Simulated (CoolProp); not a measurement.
Properties of water along the isobar 99100 kPa.

Model: reference Helmholtz-energy equation of state, Wagner 2002, in CoolProp.

```
T (°C)          phase  cv (kJ/(kg K))  speed of sound (m/s)  Joule-Thomson coefficient (K/MPa)  viscosity (µPa s)
------  -------------  --------------  --------------------  ---------------------------------  -----------------
299.25         liquid           2.991                  1373                           -0.05705                110
309.75         liquid           2.967                  1345                           -0.04371                106
320.15         liquid           2.944                  1316                           -0.02936                104
330.55         liquid           2.922                  1287                           -0.01377                101
341.05         liquid           2.900                  1257                           0.003366               98.0
351.45         liquid           2.880                  1227                            0.02185               95.4
361.85         liquid           2.860                  1198                            0.04201               92.9
372.25         liquid           2.841                  1168                            0.06399               90.5
382.75  supercritical           2.823                  1138                            0.08821               88.1
393.15  supercritical           2.806                  1108                             0.1144               85.9
403.55  supercritical           2.789                  1079                             0.1429               83.7
413.95  supercritical           2.773                  1050                             0.1740               81.5
424.45  supercritical           2.758                  1022                             0.2082               79.4
434.85  supercritical           2.743                 994.2                             0.2449               77.3
445.25  supercritical           2.729                 967.5                             0.2845               75.3
455.75  supercritical           2.715                 941.6                             0.3274               73.3
```

Viscosity comes from a separate model (Huber 2009).
